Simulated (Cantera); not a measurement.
**Pyrogenic steam for wet oxidation**

An isothermal, constant-pressure homogeneous reactor starts with H2 : O2 : N2 = 0.39 : 0.13 : 5 (molar parts), equivalence ratio 1.5, at 1225 K and 100.0 Torr.

Cantera simulation using the H2/O2 subset of GRI-Mech 3.0, which has no nitrogen chemistry; the numbers are that mechanism's predictions, not measurements. The temperature is held fixed by assumption; the heat of reaction is taken as removed at once.

| t (s) | x H2 | x O2 | x H2O2 | x H | x H2O | x O |
|---|---|---|---|---|---|---|
| 3.00e-6 | 0.0707 | 0.0236 | <1e-12 | 7.23e-11 | <1e-12 | <1e-12 |
| 1.68e-5 | 0.0707 | 0.0236 | <1e-12 | 4.08e-10 | 1.60e-11 | 1.58e-11 |
| 9.39e-5 | 0.0707 | 0.0236 | 7.37e-12 | 3.24e-9 | 1.23e-9 | 2.64e-10 |
| 0.000525 | 0.0707 | 0.0236 | 2.34e-10 | 4.11e-7 | 4.42e-7 | 3.73e-8 |
| 0.00294 | 0.0151 | 0.00215 | 3.67e-8 | 0.0296 | 0.0408 | 0.00152 |
| 0.0164 | 0.0193 | 0.000160 | 1.05e-8 | 0.0104 | 0.0473 | 0.000127 |
| 0.0919 | 0.0231 | 3.97e-6 | 1.47e-9 | 0.00212 | 0.0481 | 3.73e-6 |
| 0.514 | 0.0239 | 1.19e-7 | 1.80e-10 | 0.000387 | 0.0482 | 1.15e-7 |
| 2.88 | 0.0241 | 3.77e-9 | 1.24e-11 | 6.94e-5 | 0.0482 | 3.67e-9 |
| 16.1 | 0.0241 | 1.21e-10 | <1e-12 | 1.24e-5 | 0.0482 | 1.17e-10 |
| 90.0 | 0.0241 | 3.88e-12 | <1e-12 | 2.22e-6 | 0.0482 | 3.76e-12 |
x: mole fraction; the columns are a selection and need not sum to one.

Equilibrium at this temperature and pressure: H2 0.0241, O2 <1e-12, H2O2 <1e-12, H 1.33e-7, H2O 0.0482, O <1e-12 (gas phase only).
